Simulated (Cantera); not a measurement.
Feed: 1 mol Fe₃O₄, 140 mol H₂, at 1125 K and 72.0 Pa.

These are equilibrium values from Cantera (NASA tables, ideal gas, pure condensed phases), not measurements of a reactor. Candidate condensed phases: Fe, FeO, Fe(OH)₂, Fe(OH)₃, Fe₂O₃, Fe₃O₄, H₂O; 12 gas species. The numbers say what is thermodynamically allowed, not how fast it happens.

Base state: H₂ 0.971, H₂O 0.0286 (mole fractions); condensed: Fe(α).

Q: What changes in the equilibrium state with this change: temperature from 1125 K to 1975 K?

A: 
```json
[
 {"species": "H₂", "before": "0.971", "after": "0.904"},
 {"species": "H", "before": "1.63e-6", "after": "0.0485"},
 {"species": "H₂O", "before": "0.0286", "after": "0.0271"},
 {"species": "Fe", "before": "4.67e-9", "after": "0.0205"},
 {"species": "OH", "before": "<1e-9", "after": "0.000139"},
 {"species": "FeO", "before": "<1e-9", "after": "1.15e-5"},
 {"species": "Fe(α), mol", "before": "3.00", "after": "0"}
]
```

Q: What changes in the equilibrium state with this change: 0.72 mol CO₂ added?

A: 
```csv
species,before,after
H₂,0.971,0.961
H₂O,0.0286,0.0334
CO,0,0.00496
CO₂,0,0.000157
"Fe(α), mol",3.00,3.00
```
Further candidate phases: C, C₆H₆, C₇H₈, C₈H₁₈, Fe(CO)₅.
